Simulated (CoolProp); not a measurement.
Saturation properties of tetrahydrofuran.

Computed with CoolProp (reference Helmholtz-energy equation of state, Fiedler 2023).

| T (°C) | p (bar) | liquid density (kg/m³) | vapour density (kg/m³) | enthalpy of vaporisation (kJ/kg) | liquid cp (kJ/(kg K)) |
|---|---|---|---|---|---|
| -3.35 | 0.05327 | 912.7 | 0.1717 | 465.5 | 1.629 |
| 8.05 | 0.09744 | 900.4 | 0.3019 | … | 1.665 |
| 19.35 | 0.1679 | 888.1 | 0.5012 | 449.7 | 1.704 |
| 30.65 | 0.2757 | 875.7 | 0.7953 | … | 1.745 |
| 41.95 | 0.4343 | 863.1 | 1.213 | 433.8 | 1.788 |
| 53.35 | 0.6617 | 850.2 | 1.794 | … | 1.833 |
| 64.65 | 0.9720 | … | 2.566 | 417.3 | 1.879 |
| 75.95 | 1.387 | … | 3.573 | 408.8 | … |
| 87.25 | 1.929 | 810.5 | 4.864 | 400.0 | 1.976 |
| 98.55 | 2.623 | 796.7 | 6.489 | 390.8 | 2.026 |
| 109.95 | 3.501 | 782.4 | 8.525 | 381.2 | 2.079 |
| 121.25 | 4.577 | 767.9 | 11.00 | 371.2 | 2.133 |
| 132.55 | 5.885 | 752.8 | 14.02 | 360.6 | 2.190 |
| 143.85 | 7.456 | 737.3 | 17.65 | 349.4 | 2.249 |

Complete the blanks.


- 8.05, enthalpy of vaporisation (kJ/kg): 457.5
- 30.65, enthalpy of vaporisation (kJ/kg): 441.8
- 53.35, enthalpy of vaporisation (kJ/kg): 425.6
- 64.65, liquid density (kg/m³): 837.2
- 75.95, liquid density (kg/m³): 824.0
- 75.95, liquid cp (kJ/(kg K)): 1.926

It boils at 65.9 °C under 1 atm.
